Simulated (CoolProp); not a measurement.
Aqueous ethylene glycol as a coolant, 55 % by mass, freezing at -43.2 °C, 1 atm.

The numbers come from the Melinder's fits for secondary coolants in CoolProp.

| T (°C) | density (kg/m³) | Prandtl number | viscosity (mPa s) | cp (kJ/(kg K)) |
|---|---|---|---|---|
| -36.8 | 1094 | 738 | 88.7 | 2.847 |
| -29.1 | 1092 | 418 | 49.9 | 2.898 |
| -21.3 | 1090 | 249 | 29.6 | 2.950 |
| -13.6 | 1087 | 158 | 18.6 | 3.000 |
| -5.8 | 1084 | 104 | 12.3 | 3.050 |
| 1.9 | 1080 | 72.9 | 8.53 | 3.098 |
| 9.7 | 1077 | 52.8 | 6.15 | 3.146 |
| 17.4 | 1073 | 39.8 | 4.63 | 3.192 |
| 25.2 | 1068 | 30.9 | 3.59 | 3.237 |
| 33 | 1064 | 24.8 | 2.87 | 3.280 |
